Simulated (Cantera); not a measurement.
A closed system holds: 1 mol Si3N4, 31 mol Cl2, 44 mol N2, at 1752 °C and 0.000720 bar.

Method: chemical equilibrium by Gibbs-energy minimisation in Cantera with the NASA 1993 tables (ideal gas, pure condensed phases). Candidate condensed phases: Si, Si3N4; 13 gas species. The tables' values for SiCl3, SiCl are old estimates; treat these amounts as uncertain. Rates play no part.

Base state: Cl 0.532, N2 0.439, SiCl2 0.0269, SiCl3 0.00152, Cl2 0.000310, SiCl4 9.51e-5, SiCl 6.64e-5 (mole fractions); condensed: gas only.

What changes in the equilibrium state with this change: pressure from 0.000720 bar to 1.00 bar?


| species | before | after |
|---|---|---|
| N2 | 0.439 | 0.528 |
| Cl | 0.532 | 0.300 |
| Cl2 | 0.000310 | 0.137 |
| SiCl2 | 0.0269 | 1.55e-5 |
| SiCl4 | 9.51e-5 | 0.0337 |
| SiCl | 6.64e-5 | <1e-9 |
| SiCl3 | 0.00152 | 0.000688 |
The tables' values for SiCl3 are old estimates; treat these amounts as uncertain.
